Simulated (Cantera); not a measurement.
Charge: 1 mol SiCl₄, 2.9 mol O₃, 38 mol H₂, at 1400 K and 1.00 Torr.

Method: chemical equilibrium by Gibbs-energy minimisation in Cantera with the NASA 1993 tables (ideal gas, pure condensed phases). Candidate condensed phases: H₂O, Si, SiO₂; 30 gas species. The tables hold silica as quartz up to 1696 K and as liquid above; real silica turns to tridymite and cristobalite and melts near 1996 K. The numbers say what is thermodynamically allowed, not how fast it happens.

Base state: H₂ 0.732, H₂O 0.167, HCl 0.1000, H 0.000114, Cl 1.28e-5 (mole fractions); condensed: SiO₂(β-quartz).

**Question.** What changes in the equilibrium state with this change: O₃ from 2.9 to 0.17 mol?

**Answer.** 
| species | before | after |
|---|---|---|
| H₂ | 0.732 | 0.901 |
| HCl | 0.1000 | 0.0743 |
| SiO | 2.52e-7 | 0.0126 |
| H₂O | 0.167 | 3.29e-7 |
| SiCl₂ | <1e-9 | 0.0119 |
| SiCl₃ | <1e-9 | 0.000169 |
| SiCl₄ | <1e-9 | 1.02e-5 |
| Cl | 1.28e-5 | 8.59e-6 |
| H | 0.000114 | 0.000126 |
| SiO₂(β-quartz), mol | 1.000 | 0 |
The tables' values for SiCl₃ are old estimates; treat these amounts as uncertain.
